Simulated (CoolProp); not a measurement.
Saturation properties of dimethyl ether (Tc = 127.2 °C, pc = 5.337 MPa, ω = 0.196).

Computed with CoolProp (reference Helmholtz-energy equation of state, Wu 2011).

```tsv
T (°C)	p (MPa)	vapour density (kg/m³)	vapour viscosity (µPa s)
-31.75	0.07406	1.753	7.91
-27.45	0.09008	2.104	8.00
-23.15	0.1087	2.507	8.10
-18.85	0.1303	2.968	8.19
-14.45	0.1556	3.506	8.30
-10.15	0.1840	4.102	8.40
-5.85	0.2161	4.772	8.50
-1.55	0.2525	5.525	8.61
2.85	0.2943	6.387	8.72
7.15	0.3401	7.327	8.84
11.45	0.3912	8.372	8.95
15.75	0.4478	9.528	9.07
```

It boils at -24.8 °C under 1 atm.

Viscosity comes from a separate model (Meng 2012).
